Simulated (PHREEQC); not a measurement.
A made-up water analysis in mg/kgw, 25 °C, pH 7.08, pe 12.6: Na 3.68; K 5.58; Ca 22.8; Mg 27; Cl 48.4; S(6) as SO4 61; Alkalinity as HCO3 61.3; Cd 0.131; Li 0.0118.

Valence states are taken as typed.

Model: ion-association model, wateq4f.dat, run in PHREEQC.

No solid was allowed to form.

Order these C species by the share of C that they hold, largest first: CO2, HCO3-, MgHCO3+, CaHCO3+.

HCO3- (84 %), CO2 (15 %), MgHCO3+ (0.75 %), CaHCO3+ (0.42 %)

Order these Ca species by the share of Ca that they hold, largest first: CaSO4, CaHCO3+, Ca+2.

Ca+2 (94 %), CaSO4 (5.4 %), CaHCO3+ (0.87 %)

The pH is 7.08 and the ionic strength 0.00554 mol/kgw. Species that the database lacks are ignored.
